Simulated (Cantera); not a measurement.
An isothermal, constant-pressure homogeneous reactor starts with H2 : O2 : N2 : H2O = 0.1 : 1 : 0.67 : 0.017 (molar parts), at 1125 K and 0.0109 atm.

Computed with Cantera and the H2/O2 subset of GRI-Mech 3.0, which has no nitrogen chemistry. Radical loss at walls, strong at low pressure, is not modelled. The temperature is held fixed by assumption; the heat of reaction is taken as removed at once.

One state of this run: x H2 = 7.35e-7; x O2 = 0.547; x H2O = 0.0673; x H = 1.21e-7; x O = 1.11e-5. x: mole fraction; the columns are a selection and need not sum to one.

Task: Which value of t (s) does it belong to?
A) 1.00e-6
B) 4.44e-6
C) 3.00
D) 0.00173

Result: C, 3.00
